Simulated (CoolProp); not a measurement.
Vapour-liquid equilibrium of R1234yf (1) + R134a (2) at 0.0879 MPa; x and y are mole fractions of (1).

The numbers come from the multi-fluid Helmholtz-energy mixture model, Lemmon 2022 and Tillner-Roth 1994; pair parameters Bell 2022 in CoolProp.

Q: Give the bubble temperature and the first vapour's composition at x = 0.05, 0.5, 0.575. Is there an azeotrope?

A: x = 0.05: 243.5 K, y = 0.073; x = 0.5: 240.7 K, y = 0.539; x = 0.575: 240.5 K, y = 0.603. y crosses x between x = 0.725 and 0.8: the model has an azeotrope there.

The pair parameters rest on a limited set of measurements; away from them the model extrapolates.
